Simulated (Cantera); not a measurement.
An adiabatic, constant-volume homogeneous reactor starts with C2H4 : O2 : N2 : H2O = 1 : 3.45 : 13.4 : 2.9 (molar parts), at 1275 K and 1.38 atm. Integrator tolerance rtol = 1e-08.

Detailed kinetics in Cantera: GRI-Mech 3.0 (53 species, 325 reactions). GRI-Mech 3.0 was tuned for natural gas; its chemistry of ethylene as a main component is partial and can be far from experiment.

Question: What does this change do: initial temperature 1275 to 1350 K?

Answer: 
| quantity | before | after |
|---|---|---|
| time of steepest temperature rise | 0.122 ms | 55.5 µs |
| temperature at 0.500 s | 2717 K | 2741 K |
| equilibrium temperature | 2717 K | 2741 K |
| x(C2H4) at 0.500 s | <1e-12 (gas-phase equilibrium <1e-12) | <1e-12 (gas-phase equilibrium <1e-12) |
| x(O2) at 0.500 s | 0.0283 (gas-phase equilibrium 0.0283) | 0.0291 (gas-phase equilibrium 0.0291) |
| x(H2O) at 0.500 s | 0.208 (gas-phase equilibrium 0.208) | 0.205 (gas-phase equilibrium 0.205) |
| x(C2H2) at 0.500 s | <1e-12 (gas-phase equilibrium <1e-12) | <1e-12 (gas-phase equilibrium <1e-12) |
| x(H) at 0.500 s | 0.00367 (gas-phase equilibrium 0.00367) | 0.00430 (gas-phase equilibrium 0.00430) |
